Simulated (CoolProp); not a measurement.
Aqueous potassium formate as a coolant, at 0 °C, 1 atm.

Computed with CoolProp (Melinder's fits for secondary coolants).

```tsv
mass %	freezing point (°C)	Prandtl number	viscosity (mPa s)	cp (kJ/(kg K))	conductivity (W/(m K))
3.1	-1.3	13.7	1.88	4.085	0.558
8.6	-4.1	13.8	___	3.862	0.551
14.1	-7.4	13.9	2.07	3.649	___
19.6	-11.3	___	2.23	3.448	0.535
25.1	-16.0	15.2	2.45	3.261	___
30.6	-21.8	16.2	2.70	3.091	___
36.1	-29.0	17.3	2.96	2.940	0.503
41.6	-37.7	___	___	2.804	0.489
```

Task: Fill in the missing entries.

Result: 
- 8.6, viscosity (mPa s): 1.97
- 14.1, conductivity (W/(m K)): 0.543
- 19.6, Prandtl number: 14.4
- 25.1, conductivity (W/(m K)): 0.525
- 30.6, conductivity (W/(m K)): 0.515
- 41.6, Prandtl number: 19.1
- 41.6, viscosity (mPa s): 3.34
